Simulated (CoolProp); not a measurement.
Computed with CoolProp (reference Helmholtz-energy equation of state, Smukala 2000).

Task: For ethylene, give the phase and the Z, cv (kJ/(kg K)), speed of sound (m/s), Joule-Thomson coefficient (K/MPa) at 174 K and 24.1 bar.

Result: 
- 174 K and 24.1 bar: liquid; Z 0.0829, cv 1.36, speed of sound 1290, Joule-Thomson coefficient -0.412
